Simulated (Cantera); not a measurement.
Feed: 1 mol TiCl4, 17 mol H2O, 9.7 mol H2, equilibrated at 1450 °C and 51.8 Torr.

Cantera equilibrium calculation (NASA polynomials, part measured and part estimated; ideal gas, pure solids and liquids). Candidate condensed phases: H2O, Ti, TiCl2, TiCl3, TiCl4, TiO, TiO2, Ti2O3, Ti3O5, Ti4O7; 23 gas species. Gases not in the tables: TiO(OH)2. Kinetics and transport are ignored.

Base state: H2O 0.522, H2 0.338, HCl 0.139, H 0.000403, Cl 0.000129, OH 3.42e-5 (mole fractions); condensed: TiO2(rutile).

**Question.** What changes in the equilibrium state with this change: TiCl4 replaced by Ti(OiPr)4?

**Answer.** 
```csv
species,before,after
H2,0.338,0.650
CO,0,0.216
H2O,0.522,0.121
HCl,0.139,0
CO2,0,0.0115
Cl,0.000129,0
OH,3.42e-5,5.72e-6
"TiO2(rutile), mol",1.000,1.00
```
The feed counts by its element totals alone. Further candidate phases: C, C6H6, C7H8, C8H18, TiC.
